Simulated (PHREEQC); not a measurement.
Acid mine or pickling water: speciation

Synthetic water in mg/L, 25 °C, pH 3.52, pe 11.8:

```tsv
constituent	mg/L
Na	67.2
K	2.18
Ca	76.8
Mg	19.3
Cl	20.8
S(6) as SO4	390
N(5) as NO3	0.182
Si as SiO2	0.291
Mn(2)	0.133
Cu(2)	16.3
```

Valence states are taken as typed.

The numbers come from PHREEQC with the ion-association model, phreeqc.dat.

Each row changes one thing in this solution. Precipitation was switched off in this run.

```
case                                               ionic strength (mol/kgw)  SO4-2 (mol/kgw)  Ca+2 (mol/kgw)  Mg+2 (mol/kgw)  CaSO4 (mol/kgw)  Cu+2 (mol/kgw)  SI of Gypsum (CaSO4:2H2O)  SI of Quartz (SiO2)
-------------------------------------------------  ------------------------  ---------------  --------------  --------------  ---------------  --------------  -------------------------  -------------------
as made                                                              0.0134          0.00334         0.00155        0.000603         0.000369        0.000201                      -1.10                -1.33
all concentrations times 4 at the same typed pH                      0.0466                ?         0.00523         0.00195          0.00244        0.000663                      -0.28                -0.73
Si from 0.291 to 0.873 mg/L                                          0.0134          0.00334         0.00155        0.000603         0.000369        0.000201                      -1.10                -0.86
temperature from 25 to 90 °C at the same typed pH                    0.0120          0.00283         0.00150        0.000401         0.000417        0.000193                      -1.01                    ?
N(5) from 0.182 to 0.546 mg/L                                        0.0134          0.00334         0.00155        0.000603         0.000369        0.000201                      -1.10                -1.33
```

Question: Some entries are withheld; supply them.

Answer: 
- all concentrations times 4 at the same typed pH, SO4-2 (mol/kgw): 0.0117
- temperature from 25 to 90 °C at the same typed pH, SI of Quartz (SiO2): -2.12

Away from 25 °C the constants follow the database's enthalpies or fits; those with neither stay at their 25 °C values.
